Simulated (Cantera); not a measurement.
## Premixed flame

A freely propagating, adiabatic, planar premixed flame of 7.05 % CH₄, 19.6 % O₂, 73.3 % N₂, equivalence ratio 0.72, unburnt at 300 K and 7500 Torr; multicomponent transport, grid criteria slope 0.08 and curve 0.16, no radiation.

Cantera simulation using GRI-Mech 3.0 (53 species, 325 reactions); the numbers are that mechanism's predictions, not measurements. Burning velocities carry a grid error of a few per cent, more on coarse grids.

| z (mm) | T (K) | u (m/s) | x CH₄ | x O₂ | x HCO | x N₂O | x CH₃ | x CO₂ |
|---|---|---|---|---|---|---|---|---|
| -0.553 | 301 | 0.0656 | 0.0705 | 0.196 | <1e-8 | <1e-8 | <1e-8 | 2.38e-6 |
| -0.369 | 309 | 0.0673 | 0.0701 | 0.195 | <1e-8 | <1e-8 | <1e-8 | 4.57e-5 |
| -0.277 | 341 | 0.0745 | 0.0686 | 0.193 | <1e-8 | <1e-8 | <1e-8 | 0.000348 |
| -0.184 | 504 | 0.111 | 0.0609 | 0.181 | <1e-8 | 7.74e-8 | 5.45e-8 | 0.00291 |
| -0.0922 | 985 | 0.217 | 0.0371 | 0.140 | <1e-8 | 4.36e-7 | 1.02e-5 | 0.0161 |
| -0.0461 | 1351 | 0.298 | 0.0179 | 0.105 | 3.09e-7 | 8.37e-7 | 0.000140 | 0.0306 |
| 0 | 1704 | 0.375 | 0.00187 | 0.0691 | 2.05e-6 | 1.44e-6 | 0.000243 | 0.0506 |
| 0.0461 | 1827 | 0.400 | 1.05e-5 | 0.0579 | 4.45e-8 | 2.03e-6 | 2.86e-6 | 0.0640 |
| 0.0922 | 1859 | 0.406 | 7.23e-8 | 0.0560 | <1e-8 | 2.02e-6 | 2.27e-8 | 0.0679 |
| 0.184 | 1874 | 0.409 | <1e-8 | 0.0553 | <1e-8 | 1.36e-6 | <1e-8 | 0.0696 |
| 0.369 | 1879 | 0.410 | <1e-8 | 0.0552 | <1e-8 | 6.42e-7 | <1e-8 | 0.0700 |
| 0.738 | 1879 | 0.410 | <1e-8 | 0.0551 | <1e-8 | 4.68e-7 | <1e-8 | 0.0700 |
| 1.48 | 1879 | 0.410 | <1e-8 | 0.0551 | <1e-8 | 4.59e-7 | <1e-8 | 0.0700 |
x: mole fraction of selected species; z is measured from the peak of heat release.

The laminar burning velocity is 6.54 cm/s and the thermal thickness is 0.184 mm. The peak x(HCO) comes out as 2.11e-6, the peak x(CH₃) is 0.000333 and the grid points is 131.
